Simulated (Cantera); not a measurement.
Feed: 1 mol Si, 0.025 mol H₂O, 110 mol H₂, held at 2248 K and 10.0 mbar.

These are equilibrium values from Cantera (NASA tables, ideal gas, pure condensed phases), not measurements of a reactor. Candidate condensed phases: H₂O, Si, SiO₂; 18 gas species. Gases not in the tables: Si₂H₆ and higher silanes. Kinetics and transport are ignored.

Base state: H₂ 0.921, H 0.0705, Si 0.00807, SiH 0.000313, SiO 0.000217, SiH₂ 4.75e-5, Si₂ 1.97e-5 (mole fractions); condensed: gas only.

Q: What changes in the equilibrium state with this change: temperature from 2248 K to 1223 K?

A: 
```
species                before     after
-------------------  --------  --------
H₂                      0.921     1.000
SiO                  0.000217  0.000103
H                      0.0705   3.01e-6
Si                    0.00807     <1e-9
SiH                  0.000313     <1e-9
Si₂                   1.97e-5     <1e-9
SiH₂                  4.75e-5   1.87e-8
Si(s), mol                  0     0.982
SiO₂(β-quartz), mol         0   0.00685
```
Mutual solubility and eutectic melting of coexisting phases are not modelled. The tables hold silica as quartz up to 1696 K and as liquid above; real silica turns to tridymite and cristobalite and melts near 1996 K.

Q: What changes in the equilibrium state with this change: temperature from 2248 K to 1848.15 K?

A: 
```csv
species,before,after
H₂,0.921,0.994
H,0.0705,0.00529
Si,0.00807,0.000629
SiH,0.000313,6.24e-5
Si₂,1.97e-5,4.38e-6
SiH₂,4.75e-5,4.14e-5
"Si(l), mol",0,0.893
```
